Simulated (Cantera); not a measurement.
Feed: 1 mol Si, 2.3 mol HCl, 25 mol N₂, equilibrated at 800 K and 1.33 mbar.

Equilibrium computed with Cantera from the NASA thermochemical tables; the gas is ideal and each condensed phase is pure. Candidate condensed phases: NH₄Cl, Si, Si₃N₄; 28 gas species. N₂ is the only nitrogen source here; it is nearly inert below about 1500 K, so the nitride shown seldom forms there in practice. The numbers say what is thermodynamically allowed, not how fast it happens.

Base state: N₂ 0.920, HCl 0.0595, H₂ 0.0135, SiCl₄ 0.00676 (mole fractions); condensed: Si₃N₄(s).

Problem. What changes in the equilibrium state with this change: HCl from 2.3 to 7.1 mol?

Solution. 
| species | before | after |
|---|---|---|
| N₂ | 0.920 | 0.794 |
| HCl | 0.0595 | 0.140 |
| H₂ | 0.0135 | 0.0437 |
| SiCl₄ | 0.00676 | 0.0219 |
| Si₃N₄(s), mol | 0.273 | 0.106 |

Problem. What changes in the equilibrium state with this change: temperature from 800 K to 1398 K?

Solution. 
```csv
species,before,after
N₂,0.920,0.915
HCl,0.0595,0.0531
H₂,0.0135,0.0162
SiCl₂,<1e-9,0.0139
SiCl₄,0.00676,0.000350
Cl,<1e-9,4.45e-5
H,<1e-9,1.65e-5
SiCl₃,2.26e-7,0.00107
"Si₃N₄(s), mol",0.273,0.196
```
The tables' values for SiCl₃ are old estimates; treat these amounts as uncertain.
